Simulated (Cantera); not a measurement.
Mixture: C3H8 : O2 : N2 = 1 : 3.57 : 13.4 (molar parts), equivalence ratio 1.4, at 278 Torr, adiabatic and at constant volume. Ignition delay is the time to a rise of 400 K.

Cantera simulation using GRI-Mech 3.0 (53 species, 325 reactions); the numbers are that mechanism's predictions, not measurements. GRI-Mech 3.0 was tuned for natural gas; its chemistry of propane as a main component is partial and can be far from experiment.

**Question.** What does this change do: pressure from 278 Torr to 2030 Torr?

**Answer.** 
```csv
quantity,before,after
delay at 1048 K,0.315 s,92.5 ms
delay at 1198 K,9.46 ms,3.78 ms
delay at 1348 K,0.740 ms,0.265 ms
delay at 1498 K,0.142 ms,40.0 µs
apparent activation energy between 1423 and 1573 K,160 kJ/mol,190 kJ/mol
```
